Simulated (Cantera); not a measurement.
Input (Python, Cantera) and output of one run.

```python
import numpy as np
import cantera as ct

gas_names = """
    AL ALCL ALCL2 ALCL3 ALH AL2 AL2CL6 CL CL2 H HCL H2
""".split()
cond_names = """
    AL(cr) AL(L) ALCL3(s) ALCL3(L)
""".split()


# ... load() reads the species with a 1 bar reference pressure and builds the phases ...
atoms = {
    'AlCl3': {'AL': 1, 'CL': 3},
    'HCl': {'H': 1, 'CL': 1},
    'H2': {'H': 2},
}
top_T = {}  # K; cautious upper limits of use, not melting points


# ... equilibrate(T, P, feed) seeds the gas with the atoms and calls Mixture.equilibrate('TP', solver="vcs", rtol=1e-11, max_steps=5000) ...
results = []
feed = {'AlCl3': 1, 'HCl': 0.52, 'H2': 9.1}  # mol
T = 1300  # K
P = 1400  # Pa
mix = equilibrate(T, P, feed)
results.append((T, P, feed, dict(zip(mix.species_names, mix.species_moles))))
print(gas.report(threshold=1e-06))
for i in range(1, mix.n_phases):
    print(f"{mix.phase(i).name:16s} {mix.phase_moles(i):12.5e} mol")
```

Result:

```
       temperature   1300 K
          pressure   1400 Pa
           density   0.0020764 kg/m^3
  mean mol. weight   16.031 kg/kmol
   phase of matter   gas

                          1 kg             1 kmol
                     ---------------   ---------------
          enthalpy       -1.4937e+06       -2.3946e+07  J
   internal energy        -2.168e+06       -3.4755e+07  J
           entropy             15038        2.4107e+05  J/K
    Gibbs function       -2.1043e+07       -3.3734e+08  J
 heat capacity c_p            2263.1             36280  J/K
 heat capacity c_v            1744.5             27966  J/K

                      mass frac. Y      mole frac. X     chem. pot. / RT
                     ---------------   ---------------   ---------------
              ALCL         0.0043035          0.001105            -46.32
             ALCL2          0.014156         0.0023184           -75.732
             ALCL3            0.7529          0.090524           -105.14
                 H        5.4286e-07        8.6335e-06           -11.312
               HCL            0.1214          0.053381           -40.723
                H2           0.10723           0.85266           -22.624
     [   +6 minor]        9.3015e-06        9.5501e-07

AL(L)             0.00000e+00 mol
ALCL3(L)          0.00000e+00 mol
```

Equilibrium computed with Cantera from the NASA thermochemical tables; the gas is ideal and each condensed phase is pure. The tables' values for AlCl2 are old estimates; treat these amounts as uncertain.
